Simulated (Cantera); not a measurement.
A closed system holds: 1 mol SiHCl3, 9.1 mol H2, equilibrated at 101000 Pa.

Method: chemical equilibrium by Gibbs-energy minimisation in Cantera with the NASA 1993 tables (ideal gas, pure condensed phases). Candidate condensed phases: Si; 19 gas species. Kinetics and transport are ignored.

Over these rows the condensed part is Si(s). Partial pressures as log10 of bar:

```tsv
T (K)	1000/T (1/K)	log p SiCl2	log p H2	log p SiCl4	log p SiHCl3	log p HCl
900	1.1111	-4.69	-0.03	-1.33	-1.48	-2.43
1000	1.0000	-3.77	-0.03	-1.33	-1.50	-2.02
1100	0.9091	?	-0.04	-1.36	-1.54	-1.69
1200	0.8333	-2.45	-0.04	-1.41	-1.59	-1.43
1300	0.7692	-1.98	-0.05	-1.52	-1.68	-1.23
1400	0.7143	-1.63	-0.06	-1.71	-1.84	-1.08
```

Question: Fit log p(SiCl2) = a + b·(1000/T) to the five rows, give the apparent enthalpy, and predict the row at 1100 K.

Answer: Means: 1000/T = 0.8856, log p = -2.904. Sxy = -0.851347, Sxx = 0.1095655, so b = -7.77 and a = -2.904 − (-7.77)×0.8856 = 3.98.
Apparent enthalpy: −19.145 × (-7.77) = 149 kJ/mol. With the condensed phases at unit activity, 1/2 Si(s) + 1/2 SiCl4(g) = SiCl2(g) links this pressure to the main gases: over the six rows their terms move log p by -0.19 in all, so the slope isn't that reaction's ΔH° alone. The five rows lie within 0.06 of the line.
Prediction at 1100 K: 3.98 + (-7.77)×0.9091 = -3.08. The computed value is -3.04, 0.04 from the line.
